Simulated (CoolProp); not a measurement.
Properties of ammonia along the isotherm 445.3 K.

The numbers come from the reference Helmholtz-energy equation of state, Gao 2020 in CoolProp.

```json
[
 {"p (MPa)": "0.18", "phase": "gas", "conductivity (mW/(m K))": "44.2", "fugacity coefficient": "0.9958"},
 {"p (MPa)": "0.28", "phase": "gas", "conductivity (mW/(m K))": "44.3", "fugacity coefficient": "0.9935"},
 {"p (MPa)": "0.436", "phase": "gas", "conductivity (mW/(m K))": "44.4", "fugacity coefficient": "0.9899"},
 {"p (MPa)": "0.678", "phase": "gas", "conductivity (mW/(m K))": "___", "fugacity coefficient": "0.9843"},
 {"p (MPa)": "1.06", "phase": "gas", "conductivity (mW/(m K))": "45.0", "fugacity coefficient": "0.9756"},
 {"p (MPa)": "1.64", "phase": "gas", "conductivity (mW/(m K))": "___", "fugacity coefficient": "0.9623"},
 {"p (MPa)": "2.56", "phase": "gas", "conductivity (mW/(m K))": "46.5", "fugacity coefficient": "0.9414"},
 {"p (MPa)": "3.99", "phase": "gas", "conductivity (mW/(m K))": "48.3", "fugacity coefficient": "0.9094"},
 {"p (MPa)": "6.21", "phase": "gas", "conductivity (mW/(m K))": "51.9", "fugacity coefficient": "0.8605"},
 {"p (MPa)": "9.67", "phase": "gas", "conductivity (mW/(m K))": "___", "fugacity coefficient": "0.7864"},
 {"p (MPa)": "15.1", "phase": "supercritical", "conductivity (mW/(m K))": "94.6", "fugacity coefficient": "0.6744"},
 {"p (MPa)": "23.4", "phase": "supercritical", "conductivity (mW/(m K))": "186", "fugacity coefficient": "0.5249"},
 {"p (MPa)": "36.5", "phase": "supercritical", "conductivity (mW/(m K))": "___", "fugacity coefficient": "___"},
 {"p (MPa)": "56.8", "phase": "supercritical", "conductivity (mW/(m K))": "294", "fugacity coefficient": "0.3183"}
]
```

Task: What belongs in the gaps?

Result: 
- 0.678, conductivity (mW/(m K)): 44.6
- 1.64, conductivity (mW/(m K)): 45.5
- 9.67, conductivity (mW/(m K)): 61.0
- 36.5, conductivity (mW/(m K)): 243
- 36.5, fugacity coefficient: 0.3984

Thermal conductivity comes from a separate model (Tufeu 1984).
